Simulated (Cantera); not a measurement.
A Cantera script and its output.

```python
import numpy as np
import cantera as ct

gas = ct.Solution("h2o2.yaml")
gas.TPX = 473, 290000, {'H2': 1, 'O2': 0.781, 'N2': 2.94}
inlet = ct.Reservoir(gas, clone=True)
gas.equilibrate("HP")  # start burning
reactor = ct.IdealGasConstPressureReactor(gas, energy="on", clone=False)
exhaust = ct.Reservoir(gas, clone=True)
tau = [0.09, 0.042, 0.02, 0.0094, 0.0044, 0.0021, 0.00098, 0.00046, 0.00022, 0.0001, 4.8e-05, 2.3e-05, 1.1e-05][0]
for a, b in ((inlet, reactor), (reactor, exhaust)):
    ct.MassFlowController(a, b, mdot=lambda t: reactor.mass / tau)
net = ct.ReactorNet([reactor])
show = ['H2', 'O2', 'H', 'H2O', 'H2O2', 'OH', 'HO2']

rows = []
print(f"{'tau/s':>10s}{'T/K':>9s}" + "".join(f"{s:>11s}" for s in show))
for tau in [0.09, 0.042, 0.02, 0.0094, 0.0044, 0.0021, 0.00098, 0.00046, 0.00022, 0.0001, 4.8e-05, 2.3e-05, 1.1e-05]:
    net.initial_time = 0.0
    net.advance(30 * tau)
    before = gas.X
    net.advance(40 * tau)
    drift = np.max(np.abs(gas.X - before) / (gas.X + 1e-9))
    rows.append([gas.T, *gas[show].X, drift])
    print(f"{tau:10.3e}{gas.T:9.1f}" + "".join(f"{x:11.3e}" for x in gas[show].X))
```

Result:

```
     tau/s      T/K         H2         O2          H        H2O       H2O2         OH        HO2
 9.000e-02   2054.4  2.770e-04  6.595e-02  2.600e-05  2.352e-01  2.368e-07  2.484e-03  3.105e-06
 4.200e-02   2053.3  3.225e-04  6.592e-02  3.149e-05  2.350e-01  2.460e-07  2.622e-03  3.271e-06
 2.000e-02   2051.4  4.090e-04  6.588e-02  4.303e-05  2.348e-01  2.640e-07  2.872e-03  3.608e-06
 9.400e-03   2047.9  5.725e-04  6.580e-02  6.844e-05  2.343e-01  2.985e-07  3.301e-03  4.295e-06
 4.400e-03   2041.9  8.643e-04  6.570e-02  1.238e-04  2.336e-01  3.579e-07  3.957e-03  5.618e-06
 2.100e-03   2032.7  1.344e-03  6.558e-02  2.382e-04  2.325e-01  4.467e-07  4.831e-03  7.912e-06
 9.800e-04   2018.1  2.150e-03  6.547e-02  4.841e-04  2.307e-01  5.765e-07  5.968e-03  1.189e-05
 4.600e-04   1995.8  3.418e-03  6.545e-02  9.837e-04  2.281e-01  7.522e-07  7.294e-03  1.826e-05
 2.200e-04   1963.1  5.294e-03  6.562e-02  1.932e-03  2.245e-01  9.843e-07  8.676e-03  2.775e-05
 1.000e-04   1911.4  8.229e-03  6.620e-02  3.830e-03  2.190e-01  1.342e-06  1.003e-02  4.257e-05
 4.800e-05   1842.9  1.207e-02  6.741e-02  6.861e-03  2.119e-01  1.882e-06  1.087e-02  6.150e-05
 2.300e-05   1750.4  1.751e-02  6.981e-02  1.145e-02  2.025e-01  2.896e-06  1.094e-02  8.613e-05
 1.100e-05   1628.2  2.662e-02  7.481e-02  1.727e-02  1.888e-01  5.116e-06  9.900e-03  1.195e-04
```

Cantera simulation using the H2/O2 subset of GRI-Mech 3.0, which has no nitrogen chemistry; the numbers are that mechanism's predictions, not measurements. The hydrogen kinetics of GRI-Mech 3.0 are dated; newer H2 mechanisms differ, most at raised pressure.
